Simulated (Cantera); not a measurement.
# Gas-phase reforming

An isothermal, constant-pressure homogeneous reactor starts with 5.81 % CH₄, 72.1 % H₂O, 22.0 % H₂, at 1575 K and 100.0 Torr.

Computed with Cantera and GRI-Mech 3.0 (53 species, 325 reactions).

| t (s) | x CH₄ | x H₂O | x H₂ | x C₂H₂ | x CH₂O |
|---|---|---|---|---|---|
| 1.00e-5 | 0.0581 | 0.721 | 0.220 | <1e-12 | <1e-12 |
| 3.98e-5 | 0.0581 | 0.721 | 0.220 | <1e-12 | 7.02e-12 |
| 0.000158 | 0.0581 | 0.721 | 0.220 | 3.86e-12 | 4.18e-10 |
| 0.000631 | 0.0581 | 0.721 | 0.220 | 1.51e-9 | 2.45e-8 |
| 0.00251 | 0.0579 | 0.721 | 0.221 | 7.18e-7 | 8.29e-7 |
| 0.0100 | 0.0573 | 0.721 | 0.221 | 9.15e-5 | 2.64e-6 |
| 0.0398 | 0.0549 | 0.719 | 0.224 | 0.00110 | 2.56e-6 |
| 0.158 | 0.0468 | 0.713 | 0.235 | 0.00464 | 2.18e-6 |
| 0.631 | 0.0295 | 0.693 | 0.261 | 0.0110 | 1.38e-6 |
| 2.51 | 0.0147 | 0.651 | 0.305 | 0.00995 | 6.22e-7 |
| 10.0 | 0.00632 | 0.598 | 0.350 | 0.00190 | 1.99e-7 |
x: mole fraction; the columns are a selection and need not sum to one.

Equilibrium at this temperature and pressure: CH₄ 9.82e-11, H₂O 0.576, H₂ 0.372, C₂H₂ <1e-12, CH₂O 7.26e-10 (gas phase only).
